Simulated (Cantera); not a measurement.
What does this Cantera script print?

```python
import numpy as np
import cantera as ct

gas = ct.Solution("gri30.yaml")
gas.TPX = 1800, 43000, {'CH4': 1, 'CO2': 1.8, 'H2': 1.9}
reactor = ct.IdealGasConstPressureReactor(gas, energy="off", clone=False)
net = ct.ReactorNet([reactor])
net.rtol, net.atol = 1e-08, 1e-18
show = ['CH4', 'CO2', 'H2', 'H2O', 'C2H6']
times = np.geomspace(8e-06, 10, 13)

steps = ct.SolutionArray(gas, extra=["t"])
rows = []
print(f"{'t/s':>10s}{'T/K':>9s}{'P/Pa':>11s}" + "".join(f"{s:>11s}" for s in show))
for t in times:
    while net.time < t:
        t_next = net.step()
        steps.append(gas.state, t=t_next)
    rows.append([np.interp(t, steps.t, y) for y in (steps.T, steps.P, *steps(*show).X.T)])
    print(f"{t:10.3e}{rows[-1][0]:9.1f}{rows[-1][1]:11.4g}" + "".join(f"{x:11.3e}" for x in rows[-1][2:]))
rate = np.gradient(steps.T, steps.t)
print("integrator steps:", len(steps.t))
if steps.T.max() > steps.T[0] + 200:
    print(f"time of steepest temperature rise: {steps.t[rate.argmax()]:.4e} s")
gas.TPX = 1800, 43000, {'CH4': 1, 'CO2': 1.8, 'H2': 1.9}
gas.equilibrate("TP")
print(f"equilibrium (TP): T = {gas.T:.1f} K  " + "  ".join(f"{s} {gas[s].X[0]:.3e}" for s in show))
```

It prints:

```
       t/s      T/K       P/Pa        CH4        CO2         H2        H2O       C2H6
 8.000e-06   1800.0    4.3e+04  2.126e-01  3.829e-01  4.043e-01  6.691e-06  6.535e-08
 2.577e-05   1800.0    4.3e+04  2.124e-01  3.828e-01  4.043e-01  5.921e-05  1.979e-06
 8.303e-05   1800.0    4.3e+04  2.114e-01  3.822e-01  4.041e-01  5.563e-04  3.951e-05
 2.675e-04   1800.0    4.3e+04  2.069e-01  3.774e-01  4.029e-01  4.394e-03  2.313e-04
 8.618e-04   1800.0    4.3e+04  1.887e-01  3.553e-01  4.017e-01  2.094e-02  2.606e-04
 2.776e-03   1800.0    4.3e+04  1.431e-01  2.912e-01  3.960e-01  6.845e-02  1.689e-04
 8.944e-03   1800.0    4.3e+04  7.232e-02  1.641e-01  3.614e-01  1.678e-01  5.977e-05
 2.882e-02   1800.0    4.3e+04  2.356e-02  6.128e-02  3.348e-01  2.379e-01  9.695e-06
 9.283e-02   1800.0    4.3e+04  1.302e-02  4.513e-02  3.737e-01  2.053e-01  2.888e-06
 2.991e-01   1800.0    4.3e+04  8.405e-03  3.331e-02  4.262e-01  1.525e-01  1.003e-06
 9.635e-01   1800.0    4.3e+04  3.500e-03  2.419e-02  4.680e-01  1.117e-01  1.530e-07
 3.104e+00   1800.0    4.3e+04  3.458e-04  2.125e-02  4.828e-01  9.874e-02  1.438e-09
 1.000e+01   1800.0    4.3e+04  4.108e-08  2.112e-02  4.835e-01  9.825e-02  2.835e-17
integrator steps: 1712
equilibrium (TP): T = 1800.0 K  CH4 1.816e-08  CO2 2.112e-02  H2 4.835e-01  H2O 9.825e-02  C2H6 6.158e-18
```

Model: GRI-Mech 3.0 (53 species, 325 reactions), integrated in Cantera.
